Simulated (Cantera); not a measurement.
Cantera run:

```python
import numpy as np
import cantera as ct

gas_names = [...]  # 109 gases of nasa_gas.yaml made of C, Cl, H, Si
cond_names = """
    C(gr) C6H6(L) C7H8(L) C8H18(L),n-octa Si(cr) Si(L) SiC(b)
""".split()


# ... load() reads the species with a 1 bar reference pressure and builds the phases ...
atoms = {
    'Si(CH3)4': {'Si': 1, 'C': 4, 'H': 12},
    'HCl': {'H': 1, 'CL': 1},
    'H2': {'H': 2},
}
top_T = {'C(gr)': 4500, 'SiC(b)': 3050}  # K; cautious upper limits of use, not melting points


# ... equilibrate(T, P, feed) seeds the gas with the atoms and calls Mixture.equilibrate('TP', solver="vcs", rtol=1e-11, max_steps=5000) ...
results = []
feed = {'Si(CH3)4': 1, 'HCl': 0.14, 'H2': 28}  # mol
T = 2000  # K
for P in [100, 400, 1600, 6300, 25000, 100000]:
    mix = equilibrate(T, P, feed)
    results.append((T, P, feed, dict(zip(mix.species_names, mix.species_moles))))
    x = sorted(zip(gas.X, gas.species_names), reverse=True)
    print(f"T = {T:g} K  P = {P:g} Pa  gas = {mix.phase_moles(0):.4g} mol")
    print("   x: " + "  ".join(f"{s} {v:.3e}" for v, s in x if v > 0.0001))
    print("   condensed (mol): " + ("  ".join(f"{mix.phase(i).name} {mix.phase_moles(i):.4g}"
          for i in range(1, mix.n_phases) if mix.phase_moles(i) > 1e-12) or "none"))
```

Result:

```
T = 2000 K  P = 100 Pa  gas = 35.11 mol
   x: H2 9.427e-01  H 4.993e-02  HCL 3.824e-03  Si 2.387e-03  C2H2,acetylene 7.242e-04  CL 1.508e-04
   condensed (mol): C(gr) 3.034  SiC(b) 0.9057
T = 2000 K  P = 400 Pa  gas = 34.6 mol
   x: H2 9.692e-01  H 2.531e-02  HCL 3.960e-03  C2H2,acetylene 7.446e-04  Si 5.969e-04
   condensed (mol): C(gr) 2.97  SiC(b) 0.976
T = 2000 K  P = 1600 Pa  gas = 34.37 mol
   x: H2 9.822e-01  H 1.274e-02  HCL 4.028e-03  C2H2,acetylene 7.546e-04  Si 1.492e-04
   condensed (mol): C(gr) 2.954  SiC(b) 0.9936
T = 2000 K  P = 6300 Pa  gas = 34.25 mol
   x: H2 9.886e-01  H 6.442e-03  HCL 4.062e-03  C2H2,acetylene 7.595e-04
   condensed (mol): C(gr) 2.949  SiC(b) 0.998
T = 2000 K  P = 25000 Pa  gas = 34.19 mol
   x: H2 9.918e-01  HCL 4.080e-03  H 3.239e-03  C2H2,acetylene 7.619e-04  CH4 1.044e-04
   condensed (mol): C(gr) 2.945  SiC(b) 0.9992
T = 2000 K  P = 100000 Pa  gas = 34.15 mol
   x: H2 9.931e-01  HCL 4.089e-03  H 1.621e-03  C2H2,acetylene 7.629e-04  CH4 4.186e-04
   condensed (mol): C(gr) 2.933  SiC(b) 0.9996
```

Equilibrium computed with Cantera from the NASA thermochemical tables; the gas is ideal and each condensed phase is pure.
